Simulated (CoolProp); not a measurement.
Octamethyltrisiloxane (MDM) at 298.15 K and 0.619 MPa is throttled through a valve to 0.397 MPa with no heat exchange. Each further row changes one setting.

Values from CoolProp's reference Helmholtz-energy equation of state, Thol 2017.

| case | temperature change (K) | final density (kg/m³) |
|---|---|---|
| as stated | (withheld) | 816 |
| outlet pressure 0.119 MPa | (withheld) | (withheld) |
| outlet pressure 0.516 MPa | (withheld) | 816 |

Problem. What belongs in the gaps?

Solution. 
- as stated, temperature change (K): +0.1
- outlet pressure 0.119 MPa, temperature change (K): +0.2
- outlet pressure 0.119 MPa, final density (kg/m³): 815
- outlet pressure 0.516 MPa, temperature change (K): +0.0
